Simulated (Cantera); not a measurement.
**Ignition delay**

Mixture: 13.6 % CH₄, 18.1 % O₂, 68.3 % N₂, equivalence ratio 1.5, at 1000000 Pa, adiabatic and at constant volume. Ignition delay is the time to a rise of 400 K.

Cantera simulation using GRI-Mech 3.0 (53 species, 325 reactions); the numbers are that mechanism's predictions, not measurements.

```csv
T0 (K),delay (ms)
1123,15.1
1173,7.79
1223,4.17
1273,2.30
1323,1.30
1373,0.754
1423,0.446
```

```yaml
apparent activation energy between 1323 and 1423 K: 170 kJ/mol
```
